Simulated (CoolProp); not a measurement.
Vapour-liquid equilibrium of dimethyl ether (1) + R227EA (2) at 222.7 K; x and y are mole fractions of (1).

Computed with CoolProp (multi-fluid Helmholtz-energy mixture model, Wu 2011 and Lemmon 2016; pair parameters Bell 2016).

| x | bubble pressure (bar) | y at the bubble point | dew pressure at overall composition x (bar) | liquid density (mol/L) |
|---|---|---|---|---|
| 0.05 | 0.1681 | 0.014 | 0.1567 | 10.00 |
| 0.125 | 0.1556 | 0.055 | 0.1457 | 10.40 |
| 0.2 | 0.1451 | 0.132 | 0.1408 | 10.81 |
| 0.275 | 0.1393 | 0.248 | 0.1389 | 11.23 |
| 0.35 | 0.1399 | 0.393 | 0.1391 | 11.68 |
| 0.425 | 0.1469 | 0.542 | 0.1409 | 12.14 |
| 0.5 | 0.1596 | 0.673 | 0.1443 | 12.62 |
| 0.575 | 0.1763 | 0.776 | 0.1494 | 13.14 |
| 0.65 | 0.1956 | 0.851 | 0.1568 | 13.68 |
| 0.725 | 0.2158 | 0.905 | 0.1670 | 14.25 |
| 0.8 | 0.2358 | 0.942 | 0.1816 | 14.86 |
| 0.875 | 0.2551 | 0.969 | 0.2036 | 15.51 |
| 0.95 | 0.2734 | 0.989 | 0.2409 | 16.21 |

y crosses x between x = 0.275 and 0.35: the model has an azeotrope there.

The pair parameters rest on a limited set of measurements; away from them the model extrapolates.
